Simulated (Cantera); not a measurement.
Cantera run, input and output.

```python
import numpy as np
import cantera as ct

gas = ct.Solution("gri30.yaml")
gas.TPX = 1375, 1300, {'C3H8': 1, 'H2': 1.6, 'H2O': 0.0053}
reactor = ct.IdealGasConstPressureReactor(gas, energy="off", clone=False)
net = ct.ReactorNet([reactor])
net.rtol, net.atol = 1e-08, 1e-18
show = ['C3H8', 'H2', 'CH4', 'C2H4', 'H', 'C2H6', 'C2H']
times = np.geomspace(5e-05, 10, 13)

steps = ct.SolutionArray(gas, extra=["t"])
rows = []
print(f"{'t/s':>10s}{'T/K':>9s}{'P/Pa':>11s}" + "".join(f"{s:>11s}" for s in show))
for t in times:
    while net.time < t:
        t_next = net.step()
        steps.append(gas.state, t=t_next)
    rows.append([np.interp(t, steps.t, y) for y in (steps.T, steps.P, *steps(*show).X.T)])
    print(f"{t:10.3e}{rows[-1][0]:9.1f}{rows[-1][1]:11.4g}" + "".join(f"{x:11.3e}" for x in rows[-1][2:]))
rate = np.gradient(steps.T, steps.t)
print("integrator steps:", len(steps.t))
if steps.T.max() > steps.T[0] + 200:
    print(f"time of steepest temperature rise: {steps.t[rate.argmax()]:.4e} s")
gas.TPX = 1375, 1300, {'C3H8': 1, 'H2': 1.6, 'H2O': 0.0053}
gas.equilibrate("TP")
print(f"equilibrium (TP): T = {gas.T:.1f} K  " + "  ".join(f"{s} {gas[s].X[0]:.3e}" for s in show))
```

Output:

```
       t/s      T/K       P/Pa       C3H8         H2        CH4       C2H4          H       C2H6        C2H
 5.000e-05   1375.0       1300  3.823e-01  6.135e-01  1.279e-04  4.041e-04  2.398e-05  2.922e-05  8.275e-17
 1.383e-04   1375.0       1300  3.778e-01  6.119e-01  1.158e-03  2.842e-03  5.857e-05  1.751e-04  1.869e-14
 3.824e-04   1375.0       1300  3.566e-01  6.037e-01  9.909e-03  1.657e-02  1.352e-04  1.042e-03  2.789e-12
 1.057e-03   1375.0       1300  2.724e-01  5.723e-01  5.563e-02  7.539e-02  2.472e-04  6.261e-03  1.794e-10
 2.924e-03   1375.0       1300  1.116e-01  5.148e-01  1.531e-01  1.871e-01  3.127e-04  1.420e-02  2.962e-09
 8.086e-03   1375.0       1300  1.167e-02  4.867e-01  2.221e-01  2.372e-01  2.646e-04  8.175e-03  1.261e-08
 2.236e-02   1375.0       1300  4.600e-04  4.985e-01  2.262e-01  2.130e-01  9.151e-05  2.217e-03  8.488e-09
 6.184e-02   1375.0       1300  8.043e-06  5.111e-01  2.212e-01  1.854e-01  3.384e-05  5.510e-04  4.276e-09
 1.710e-01   1375.0       1300  6.404e-08  5.234e-01  2.158e-01  1.566e-01  1.532e-05  1.072e-04  2.426e-09
 4.729e-01   1375.0       1300  1.584e-08  5.377e-01  2.093e-01  1.223e-01  8.802e-06  2.739e-05  1.710e-09
 1.308e+00   1375.0       1300  8.627e-09  5.585e-01  1.998e-01  7.219e-02  8.628e-06  1.838e-05  2.099e-09
 3.616e+00   1375.0       1300  3.272e-09  5.817e-01  1.887e-01  1.743e-02  1.017e-05  1.567e-05  2.978e-09
 1.000e+01   1375.0       1300  1.592e-09  5.905e-01  1.825e-01  2.413e-03  1.098e-05  1.486e-05  3.355e-09
integrator steps: 1240
equilibrium (TP): T = 1375.0 K  C3H8 7.107e-11  H2 7.199e-01  CH4 1.498e-02  C2H4 2.699e-03  H 2.567e-05  C2H6 6.172e-07  C2H 7.527e-09
```

Computed with Cantera and GRI-Mech 3.0 (53 species, 325 reactions). GRI-Mech 3.0 was tuned for natural gas; its chemistry of propane as a main component is partial and can be far from experiment. GRI-Mech 3.0 stops at C3 and has no aromatics, soot or wall deposition, so with more carbon than oxygen in the feed, carbon stays in small species such as C2H2 where larger ones or solid carbon would form. Radical loss at walls, strong at low pressure, is not modelled.
